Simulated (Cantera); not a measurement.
A closed system holds: 1 mol Si₃N₄, 3.1 mol H₂O, held at 29.0 mbar.

Method: chemical equilibrium by Gibbs-energy minimisation in Cantera with the NASA 1993 tables (ideal gas, pure condensed phases). Candidate condensed phases: H₂O, Si, SiO₂, Si₂N₂O, Si₃N₄; 35 gas species. Mutual solubility and eutectic melting of coexisting phases are not modelled. The tables hold silica as quartz up to 1696 K and as liquid above; real silica turns to tridymite and cristobalite and melts near 1996 K. The numbers say what is thermodynamically allowed, not how fast it happens.

Which condensed phases are stable at each of these points (T (K)): 1300, 1350, 1400, 1450, 1500, 1550, 1600, 1650, 1700, 1750?


```json
[
 {"T (K)": "1300", "condensed phases": "SiO₂(β-quartz) + Si₂N₂O(s)", "Si condensed (%)": "100.0"},
 {"T (K)": "1350", "condensed phases": "SiO₂(β-quartz) + Si₂N₂O(s)", "Si condensed (%)": "100.0"},
 {"T (K)": "1400", "condensed phases": "SiO₂(β-quartz) + Si₂N₂O(s)", "Si condensed (%)": "100.0"},
 {"T (K)": "1450", "condensed phases": "SiO₂(β-quartz) + Si₂N₂O(s)", "Si condensed (%)": "100.0"},
 {"T (K)": "1500", "condensed phases": "SiO₂(β-quartz) + Si₂N₂O(s)", "Si condensed (%)": "99.9"},
 {"T (K)": "1550", "condensed phases": "SiO₂(β-quartz) + Si₂N₂O(s)", "Si condensed (%)": "99.8"},
 {"T (K)": "1600", "condensed phases": "SiO₂(β-quartz) + Si₂N₂O(s)", "Si condensed (%)": "99.3"},
 {"T (K)": "1650", "condensed phases": "SiO₂(β-quartz) + Si₂N₂O(s)", "Si condensed (%)": "97.9"},
 {"T (K)": "1700", "condensed phases": "SiO₂(condensed) + Si₂N₂O(s)", "Si condensed (%)": "93.5"},
 {"T (K)": "1750", "condensed phases": "SiO₂(condensed) + Si₂N₂O(s)", "Si condensed (%)": "80.3"}
]
```

From 1300 K to 1650 K the condensed part is SiO₂(β-quartz) + Si₂N₂O(s). From 1700 K to 1750 K the condensed part is SiO₂(condensed) + Si₂N₂O(s).
